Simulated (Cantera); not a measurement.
# Hydrogen reduction and annealing atmospheres: Fe₂O₃ + H₂

A closed system holds: 1 mol Fe₂O₃, 580 mol H₂, held at 1450 K and 10.0 mbar.

Cantera equilibrium calculation (NASA polynomials, part measured and part estimated; ideal gas, pure solids and liquids). Candidate condensed phases: Fe, FeO, Fe(OH)₂, Fe(OH)₃, Fe₂O₃, Fe₃O₄, H₂O; 12 gas species. Kinetics and transport are ignored.

```yaml
x(H₂): 0.995
x(H₂O): 0.00517
x(H): 9.43e-5
x(Fe): 4.99e-6
n(Fe(γ)): 2.00 mol
gas_amount: 580.0 mol
log10 activity of Fe(OH)₂(s) (absent): -11.69
log10 activity of Fe(OH)₃(s) (absent): -19.84
```
